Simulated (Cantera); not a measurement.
A closed system holds: 1 mol CH₂F₂, 0.51 mol F₂, at 18.0 mbar.

These are equilibrium values from Cantera (NASA tables, ideal gas, pure condensed phases), not measurements of a reactor. Candidate condensed phases: C, C₆H₆, C₇H₈, C₈H₁₈; 110 gas species. Ions and electrons are included (thermal ionisation). Rates play no part.

x: gas mole fraction; n: condensed amount in mol.

```tsv
T (°C)	x HF	x F	x H	x C	x C₃	x CF	x C₂	n C(graphite)
2727	0.622	0.293	0.0182	0.00282	0.0173	0.0339	0.00176	0.676
2977	0.467	0.318	0.0791	0.0171	0.0624	0.0401	0.00984	0
3227	?	?	?	?	?	?	0.0154	0
3477	0.121	0.456	0.272	0.0976	0.0155	0.0208	0.0156	0
3727	0.0438	0.483	0.310	0.139	0.00306	0.0102	0.00934	0
3977	?	0.494	0.324	0.157	?	?	?	0
4227	0.00644	0.498	0.329	0.162	5.45e-5	0.00188	0.00163	0
4477	0.00279	0.500	0.331	0.164	8.55e-6	0.000866	0.000706	0
4727	0.00130	0.501	0.331	0.165	1.58e-6	0.000426	0.000327	0
```

Q: Fill in the missing entries.

A: 
- 3977, x HF: 0.0162
- 3977, x C₃: 0.000405
- 3977, x CF: 0.00436
- 3977, x C₂: 0.00399
- 3227, x HF: 0.280
- 3227, x F: 0.396
- 3227, x H: 0.185
- 3227, x C: 0.0480
- 3227, x C₃: 0.0399
- 3227, x CF: 0.0320
